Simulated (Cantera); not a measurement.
A perfectly stirred reactor is fed with CH4 : CO : O2 : N2 = 1 : 0.2 : 2.21 : 24.3 (molar parts), equivalence ratio 0.95, at 3900 Torr; it is adiabatic with a 525 K inlet, and is followed from long to short residence time, starting on the burning branch (τ in s: 0.11, 0.036, 0.012, 0.0039, 0.0013, 0.00043, 0.00014, 4.7e-05, 1.6e-05, 5.2e-06).

Detailed kinetics in Cantera: GRI-Mech 3.0 (53 species, 325 reactions).

**Question.** What does this change do: CH4 1 to 1.5 parts?

**Answer.** 
```tsv
quantity	before	after
state	not burning at any residence time tried	not reached
x(CH4) at τ = 0.110 s	0.0361	0.00790
x(CO) at τ = 0.110 s	0.00722	0.0257
x(O2) at τ = 0.110 s	0.0798	0.00726
x(C2H) at τ = 0.110 s	<1e-12	1.75e-11
x(H2) at τ = 0.110 s	<1e-12	0.0125
x(CH4) at τ = 0.430 ms	0.0361	0.0532
x(CO) at τ = 0.430 ms	0.00722	0.00709
x(O2) at τ = 0.430 ms	0.0798	0.0783
x(C2H) at τ = 0.430 ms	<1e-12	<1e-12
x(H2) at τ = 0.430 ms	<1e-12	<1e-12
blow-out, bracketed by the residence times tried	not reached	burning at 0.110 s, out at 36.0 ms
```
